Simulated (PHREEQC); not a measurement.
Make-up at 25 °C: 0.0485 mol NH3 per kg of water. Closed to the air; pH follows from the charge balance.

Computed with PHREEQC (ion-association model, wateq4f.dat).

No solid was allowed to form.

Task: Estimate the pH, ionic strength.

Result: pH 10.96; ionic strength 0.000946 mol/kgw.

Task: In which forms is N present?

Result: NH3 98 %, NH4+ 2.0 % of the N.
